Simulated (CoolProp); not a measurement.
Computed with CoolProp (reference Helmholtz-energy equation of state, Guder 2009).

Problem. For sulfur hexafluoride, give the phase and the cp (kJ/(kg K)), viscosity (µPa s), Prandtl number at 476.6 K and 5.19 MPa.

Solution. 
- 476.6 K and 5.19 MPa: supercritical; cp 0.930, viscosity 26.1, Prandtl number 0.790

Viscosity comes from a separate model (Quiñones-Cisneros 2012). Thermal conductivity comes from a separate model (Assael 2012).
